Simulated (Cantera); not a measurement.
Input (Python, Cantera) and output of one run.

```python
import numpy as np
import cantera as ct

gas_names = """
    C CH CH2 CH3 CH2OH CH3O CH4 CH3OH CO CO2 COOH C2 C2H CHCO,ketyl C2H2,acetylene C2H2,vinylidene
    CH2CO,ketene C2H3,vinyl CH3CO,acetyl C2H4 C2H4O,ethylen CH3CHO,ethanal CH3COOH (HCOOH)2 C2H5 C2H6
    CH3OCH3 C2H5OH C2O C3 C3H3,propargyl C3H4,allene C3H4,propyne C3H4,cyclo- C3H5,allyl C3H6,propylene
    C3H6,cyclo- C3H6O C3H7,n-propyl C3H7,i-propyl C3H8 C3H8O,1propanol C3H8O,2propanol C3O2 C4 C4H2
    C4H4,1,3-cyclo- C4H6,butadiene C4H6,2-butyne C4H6,cyclo- C4H8,1-butene C4H8,cis2-buten
    C4H8,tr2-butene C4H8,isobutene C4H8,cyclo- (CH3COOH)2 C4H9,n-butyl C4H9,i-butyl C4H9,s-butyl
    C4H9,t-butyl C4H10,isobutane C4H10,n-butane C5 C5H6,1,3cyclo- C5H8,cyclo- C5H10,1-pentene
    C5H10,cyclo- C5H11,pentyl C5H11,t-pentyl C5H12,n-pentane C5H12,i-pentane CH3C(CH3)2CH3 C6H2
    C6H5,phenyl C6H5O,phenoxy C6H6 C6H5OH,phenol C6H10,cyclo- C6H12,1-hexene C6H12,cyclo- C6H13,n-hexyl
    C7H7,benzyl C7H8 C7H8O,cresol C7H14,1-heptene C7H15,n-heptyl C7H16,n-heptane C8H8,styrene
    C8H10,ethylbenz C8H16,1-octene C8H17,n-octyl C8H18,isooctane C8H18,n-octane C9H19,n-nonyl
    C10H8,naphthale C10H21,n-decyl C12H9,o-bipheny C12H10,bipheny H HCO HO2 H2 HCHO,formaldehy HCOOH H2O
    H2O2 O OH O2 O3
""".split()
cond_names = """
    C(gr) C6H6(L) C7H8(L) C8H18(L),n-octa H2O(s) H2O(L)
""".split()


def load(file, names, dense=False):
    # The tables refer to 1 bar. Condensed volumes are neglected.
    table = {s.name: s for s in ct.Species.list_from_file(file)}
    out = []
    for n in names:
        d = dict(table[n].input_data)
        d["thermo"] = dict(d["thermo"], **{"reference-pressure": 1e5})
        if dense:
            d["equation-of-state"] = {"model": "constant-volume", "density": "1e6 g/cm^3"}
        out.append(ct.Species.from_dict(d))
    return out


gas = ct.Solution(thermo="ideal-gas", species=load("nasa_gas.yaml", gas_names))
cond = {s.name: ct.Solution(thermo="fixed-stoichiometry", species=[s], name=s.name)
        for s in load("nasa_condensed.yaml", cond_names, dense=True)}
atoms = {
    'acetone': {'C': 3, 'H': 6, 'O': 1},
    'H2O': {'H': 2, 'O': 1},
    'H2': {'H': 2},
}
top_T = {'C(gr)': 4500}  # K; cautious upper limits of use, not melting points


def equilibrate(T, P, feed):
    n = {}
    for name, mol in feed.items():
        for a, k in atoms[name].items():
            n[a] = n.get(a, 0.0) + k * mol
    gas.TPX = T, P, n
    mass = sum(n.values()) * gas.mean_molecular_weight
    gas.equilibrate("TP")
    valid = [c for c in cond.values() if c.min_temp <= T <= top_T.get(c.name, c.max_temp)]
    mix = ct.Mixture([(gas, mass / gas.mean_molecular_weight)] + [(c, 0.0) for c in valid])
    mix.T, mix.P = T, P
    mix.equilibrate("TP", solver="vcs", rtol=1e-11, max_steps=5000)
    return mix


results = []
T = 798  # K
P = 38000  # Pa
for m in [2.9, 3.5, 4.3, 5.2, 6.4, 7.8, 9.5, 12]:
    feed = {'acetone': 1, 'H2O': 1.5, 'H2': m}  # mol
    mix = equilibrate(T, P, feed)
    results.append((T, P, feed, dict(zip(mix.species_names, mix.species_moles))))
    x = sorted(zip(gas.X, gas.species_names), reverse=True)
    print(f"T = {T:g} K  P = {P:g} Pa  n(H2) = {m:g} mol  gas = {mix.phase_moles(0):.4g} mol")
    print("   x: " + "  ".join(f"{s} {v:.3e}" for v, s in x if v > 0.001))
    print("   condensed (mol): " + ("  ".join(f"{mix.phase(i).name} {mix.phase_moles(i):.4g}"
          for i in range(1, mix.n_phases) if mix.phase_moles(i) > 1e-12) or "none"))
```

Result:

```
T = 798 K  P = 38000 Pa  n(H2) = 2.9 mol  gas = 6.994 mol
   x: H2 5.457e-01  H2O 1.981e-01  CH4 1.571e-01  CO2 6.027e-02  CO 3.880e-02
   condensed (mol): C(gr) 1.208
T = 798 K  P = 38000 Pa  n(H2) = 3.5 mol  gas = 7.46 mol
   x: H2 5.557e-01  H2O 1.907e-01  CH4 1.630e-01  CO2 5.386e-02  CO 3.668e-02
   condensed (mol): C(gr) 1.109
T = 798 K  P = 38000 Pa  n(H2) = 4.3 mol  gas = 8.081 mol
   x: H2 5.675e-01  H2O 1.816e-01  CH4 1.700e-01  CO2 4.681e-02  CO 3.419e-02
   condensed (mol): C(gr) 0.972
T = 798 K  P = 38000 Pa  n(H2) = 5.2 mol  gas = 8.781 mol
   x: H2 5.789e-01  CH4 1.768e-01  H2O 1.721e-01  CO2 4.042e-02  CO 3.177e-02
   condensed (mol): C(gr) 0.8132
T = 798 K  P = 38000 Pa  n(H2) = 6.4 mol  gas = 9.715 mol
   x: H2 5.917e-01  CH4 1.848e-01  H2O 1.608e-01  CO2 3.376e-02  CO 2.904e-02
   condensed (mol): C(gr) 0.5949
T = 798 K  P = 38000 Pa  n(H2) = 7.8 mol  gas = 10.81 mol
   x: H2 6.040e-01  CH4 1.925e-01  H2O 1.492e-01  CO2 2.789e-02  CO 2.639e-02
   condensed (mol): C(gr) 0.3328
T = 798 K  P = 38000 Pa  n(H2) = 9.5 mol  gas = 12.13 mol
   x: H2 6.162e-01  CH4 2.004e-01  H2O 1.371e-01  CO 2.377e-02  CO2 2.262e-02
   condensed (mol): C(gr) 0.00618
T = 798 K  P = 38000 Pa  n(H2) = 12 mol  gas = 14.36 mol
   x: H2 6.609e-01  CH4 1.788e-01  H2O 1.302e-01  CO 1.632e-02  CO2 1.376e-02
   condensed (mol): none
```

Equilibrium computed with Cantera from the NASA thermochemical tables; the gas is ideal and each condensed phase is pure. The feed counts by its element totals alone.
